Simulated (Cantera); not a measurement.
Input: 1 mol Cr, 7.3 mol N₂, 0.7 mol H₂O, held at 750 Torr.

Method: chemical equilibrium by Gibbs-energy minimisation in Cantera with the NASA 1993 tables (ideal gas, pure condensed phases). Candidate condensed phases: Cr, CrN, Cr₂N, Cr₂O₃, H₂O; 29 gas species. Mutual solubility and eutectic melting of coexisting phases are not modelled. Rates play no part.

x: gas mole fraction; n: condensed amount in mol.

| T (K) | x N₂ | x H₂ | x Cr | x H₂O | x H | n CrN(s) | n Cr₂O₃(s) | n Cr₂N(s) | n Cr(s) | n Cr(l) |
|---|---|---|---|---|---|---|---|---|---|---|
| 925 | 0.909 | 0.0905 | <1e-12 | 1.05e-5 | ___ | 0.533 | 0.233 | 0 | 0 | 0 |
| 1025 | 0.909 | 0.0905 | <1e-12 | 2.03e-5 | ___ | 0.533 | 0.233 | 0 | 0 | 0 |
| 1125 | 0.909 | 0.0905 | <1e-12 | 3.47e-5 | ___ | 0.534 | 0.233 | 0 | 0 | 0 |
| 1225 | 0.909 | 0.0905 | 5.48e-11 | 5.42e-5 | ___ | 0.534 | 0.233 | 0 | 0 | 0 |
| 1325 | 0.909 | 0.0904 | 2.23e-9 | 7.87e-5 | ___ | 0.534 | 0.233 | 0 | 0 | 0 |
| 1425 | 0.911 | 0.0889 | 4.19e-8 | 0.000125 | ___ | 0 | 0.233 | 0.267 | 0 | 0 |
| 1525 | 0.911 | 0.0888 | 4.87e-7 | 0.000200 | ___ | 0 | 0.233 | 0.267 | 0 | 0 |
| 1625 | 0.911 | 0.0887 | 4.14e-6 | 0.000302 | ___ | 0 | 0.233 | 0.267 | 0 | 0 |
| 1725 | 0.911 | 0.0885 | 2.72e-5 | 0.000435 | ___ | 0 | 0.232 | 0.268 | 0 | 0 |
| 1825 | 0.912 | 0.0868 | 0.000131 | 0.000630 | ___ | 0 | 0.232 | 0 | 0.536 | 0 |
| 1925 | 0.912 | 0.0863 | 0.000476 | 0.000959 | ___ | 0 | 0.231 | 0 | 0.535 | 0 |
| 2025 | 0.911 | 0.0857 | 0.00151 | 0.00140 | ___ | 0 | 0.230 | 0 | 0.529 | 0 |
| 2125 | 0.908 | 0.0846 | 0.00426 | 0.00196 | ___ | 0 | 0.228 | 0 | 0.509 | 0 |
| 2225 | 0.902 | 0.0828 | 0.0104 | 0.00273 | ___ | 0 | 0.225 | 0 | 0 | 0.464 |

Task: Complete the blanks.

Result: 
- 925, x H: 7.83e-11
- 1025, x H: 1.31e-9
- 1125, x H: 1.34e-8
- 1225, x H: 9.37e-8
- 1325, x H: 4.92e-7
- 1425, x H: 2.03e-6
- 1525, x H: 7.05e-6
- 1625, x H: 2.10e-5
- 1725, x H: 5.53e-5
- 1825, x H: 0.000130
- 1925, x H: 0.000281
- 2025, x H: 0.000563
- 2125, x H: 0.00106
- 2225, x H: 0.00186
